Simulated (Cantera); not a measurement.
A Cantera script and its output.

```python
import numpy as np
import cantera as ct

gas = ct.Solution("gri30.yaml")


def delay(T, t_max=10):
    gas.TPX = T, 1400000, {'CO': 1, 'H2': 0.22, 'CH4': 0.51, 'O2': 3.02, 'N2': 11.3}
    reactor = ct.IdealGasConstPressureReactor(gas, clone=False)
    net = ct.ReactorNet([reactor])
    net.rtol, net.atol = 1e-8, 1e-16
    while net.time < t_max:
        t_old, T_old = net.time, reactor.T
        net.step()
        if reactor.T > T + 400:  # ignition: a rise of 400 K
            return t_old + (T + 400 - T_old) / (reactor.T - T_old) * (net.time - t_old)
    return np.nan


taus = []
for T in [975, 1050, 1125, 1200, 1275, 1350, 1425]:
    taus.append(delay(T))
    print(f"T0 = {T:6g} K   tau = {taus[-1]:.4e} s")
```

Output:

```
T0 =    975 K   tau = 1.8662e-02 s
T0 =   1050 K   tau = 3.6143e-03 s
T0 =   1125 K   tau = 9.2663e-04 s
T0 =   1200 K   tau = 3.2454e-04 s
T0 =   1275 K   tau = 1.4575e-04 s
T0 =   1350 K   tau = 7.6184e-05 s
T0 =   1425 K   tau = 4.3500e-05 s
```

Model: GRI-Mech 3.0 (53 species, 325 reactions), integrated in Cantera. The pressure lies above the range GRI-Mech 3.0 was tuned for (to about 10 atm). Below about 1000 K GRI-Mech 3.0 lacks low-temperature oxidation paths.
